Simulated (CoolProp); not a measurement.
Vapour-liquid equilibrium of ethylene (1) + isobutane (2) at 138 kPa; x and y are mole fractions of (1).

Computed with CoolProp (multi-fluid Helmholtz-energy mixture model, Smukala 2000 and Bücker 2006; pair parameters Bell 2016).

Task: Give the bubble temperature and the first vapour's composition at x = 0.2, 0.65, 0.725. Is there an azeotrope?

Result: x = 0.2: -58.9 °C, y = 0.939; x = 0.65: -89.5 °C, y = 0.997; x = 0.725: -91.9 °C, y = 0.998. No azeotrope shows between x = 0.05 and 0.95.

The pair parameters rest on a limited set of measurements; away from them the model extrapolates.
